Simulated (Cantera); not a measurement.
Low-pressure radical oxidation in H2/O2

An isothermal, constant-pressure homogeneous reactor starts with H₂ : O₂ = 0.36 : 1 (molar parts), at 1300 K and 27.8 Torr.

Cantera simulation using GRI-Mech 3.0 (53 species, 325 reactions); the numbers are that mechanism's predictions, not measurements. Radical loss at walls, strong at low pressure, is not modelled. The temperature is held fixed by assumption; the heat of reaction is taken as removed at once.

```json
[
 {"t (s)": "0.000500", "x H₂": "0.0153", "x O₂": "0.598", "x OH": "0.0158", "x HO₂": "2.14e-5", "x H": "0.0819", "x O": "0.0830", "x H₂O₂": "9.27e-7"},
 {"t (s)": "0.00182", "x H₂": "0.00851", "x O₂": "0.650", "x OH": "0.0122", "x HO₂": "2.45e-5", "x H": "0.0280", "x O": "0.0400", "x H₂O₂": "1.20e-6"},
 {"t (s)": "0.00660", "x H₂": "0.00108", "x O₂": "0.689", "x OH": "0.00437", "x HO₂": "1.44e-5", "x H": "0.00110", "x O": "0.00468", "x H₂O₂": "7.67e-7"},
 {"t (s)": "0.0240", "x H₂": "7.28e-5", "x O₂": "0.694", "x OH": "0.00115", "x HO₂": "2.34e-6", "x H": "1.96e-5", "x O": "0.000319", "x H₂O₂": "2.07e-7"},
 {"t (s)": "0.0871", "x H₂": "8.41e-6", "x O₂": "0.695", "x OH": "0.000397", "x HO₂": "3.62e-7", "x H": "8.04e-7", "x O": "3.80e-5", "x H₂O₂": "5.42e-8"},
 {"t (s)": "0.316", "x H₂": "1.49e-6", "x O₂": "0.695", "x OH": "0.000169", "x HO₂": "9.23e-8", "x H": "6.20e-8", "x O": "6.89e-6", "x H₂O₂": "1.52e-8"},
 {"t (s)": "1.15", "x H₂": "3.59e-7", "x O₂": "0.695", "x OH": "8.34e-5", "x HO₂": "6.13e-8", "x H": "7.45e-9", "x O": "1.67e-6", "x H₂O₂": "4.82e-9"},
 {"t (s)": "4.17", "x H₂": "1.73e-7", "x O₂": "0.695", "x OH": "5.77e-5", "x HO₂": "6.96e-8", "x H": "2.51e-9", "x O": "8.04e-7", "x H₂O₂": "2.76e-9"},
 {"t (s)": "15.2", "x H₂": "1.66e-7", "x O₂": "0.695", "x OH": "5.66e-5", "x HO₂": "7.04e-8", "x H": "2.36e-9", "x O": "7.72e-7", "x H₂O₂": "2.68e-9"},
 {"t (s)": "55.1", "x H₂": "1.66e-7", "x O₂": "0.695", "x OH": "5.66e-5", "x HO₂": "7.04e-8", "x H": "2.36e-9", "x O": "7.72e-7", "x H₂O₂": "2.68e-9"},
 {"t (s)": "200", "x H₂": "1.66e-7", "x O₂": "0.695", "x OH": "5.66e-5", "x HO₂": "7.04e-8", "x H": "2.36e-9", "x O": "7.72e-7", "x H₂O₂": "2.68e-9"}
]
```
x: mole fraction; the columns are a selection and need not sum to one.

Equilibrium at this temperature and pressure: H₂ 1.66e-7, O₂ 0.695, OH 5.66e-5, HO₂ 7.04e-8, H 2.36e-9, O 7.72e-7, H₂O₂ 2.68e-9 (gas phase only).
